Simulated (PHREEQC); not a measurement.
1 kg of water holding 0.096 mol KHCO3, 0.01 mol K2SO4, 0.0057 mol K2CO3 and 0.52 mol KCl is evaporated at 30 °C; the solids stay in contact with the brine. CO2 from the air is kept out. Only these solids could form: Arcanite, Kalicinite, Misenite, Sylvite.

The numbers come from PHREEQC with the Pitzer model, pitzer.dat.

**Question.** Predict ionic strength, Sylvite (mol), Kalicinite (mol) at water left (kg) = 0.3082, 0.06418, 0.006086.

**Answer.** 
```json
[
 {"water left (kg)": "0.3082", "ionic strength": "2.15", "Sylvite (mol)": "0", "Kalicinite (mol)": "0"},
 {"water left (kg)": "0.06418", "ionic strength": "6.18", "Sylvite (mol)": "0.247", "Kalicinite (mol)": "0.00656"},
 {"water left (kg)": "0.006086", "ionic strength": "7.80", "Sylvite (mol)": "0.499", "Kalicinite (mol)": "0.0881"}
]
```
